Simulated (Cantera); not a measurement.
An isothermal, constant-pressure homogeneous reactor starts with CH₄ : O₂ : N₂ = 0.0046 : 0.02 : 1 (molar parts), equivalence ratio 0.46, at 1023 K and 3750 Torr. Integrator tolerance rtol = 1e-08.

Detailed kinetics in Cantera: GRI-Mech 3.0 (53 species, 325 reactions).

Task: What does this change do: temperature 1023 to 1448 K?

Result: 
```json
[
 {"quantity": "x(CH₄) at 2.00 s", "before": "3.01e-6 (gas-phase equilibrium <1e-12)", "after": "<1e-12 (gas-phase equilibrium <1e-12)"},
 {"quantity": "x(O₂) at 2.00 s", "before": "0.0113 (gas-phase equilibrium 0.0105)", "after": "0.0105 (gas-phase equilibrium 0.0104)"},
 {"quantity": "x(CH₂) at 2.00 s", "before": "<1e-12 (gas-phase equilibrium <1e-12)", "after": "<1e-12 (gas-phase equilibrium <1e-12)"},
 {"quantity": "x(N₂O) at 2.00 s", "before": "1.26e-7 (gas-phase equilibrium 2.01e-9)", "after": "3.65e-8 (gas-phase equilibrium 3.64e-8)"},
 {"quantity": "x(C₂H₂) at 2.00 s", "before": "1.98e-11 (gas-phase equilibrium <1e-12)", "after": "<1e-12 (gas-phase equilibrium <1e-12)"},
 {"quantity": "x(OH) at 2.00 s", "before": "3.57e-8 (gas-phase equilibrium 1.70e-8)", "after": "4.66e-6 (gas-phase equilibrium 4.64e-6)"}
]
```
